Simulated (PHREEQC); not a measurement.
A solution holds 0.29 mol ZnSO4 per kg of water, at 30 °C. Closed to the air; pH follows from the charge balance.

Model: ion-association model, wateq4f.dat, run in PHREEQC.

```json
[
 {"quantity": "pH", "before": "5.38", "after": "5.01"},
 {"quantity": "ionic strength (mol/kgw)", "before": "0.522", "after": "0.870"}
]
```

**Question.** Name the change that produced these shifts.
A. ZnSO4 replaced by Zn(NO3)2 at the same molality
B. diluted 100-fold with water
C. ZnSO4 from 0.29 to 0.058 mol/kgw
D. ZnSO4 replaced by NaHSO4 at the same molality
E. temperature from 30 to 40 °C

**Answer.** A, ZnSO4 replaced by Zn(NO3)2 at the same molality

No solid was allowed to form. The ionic strength passes 0.7 mol/kgw, the rough limit of the ion-association models, in after.
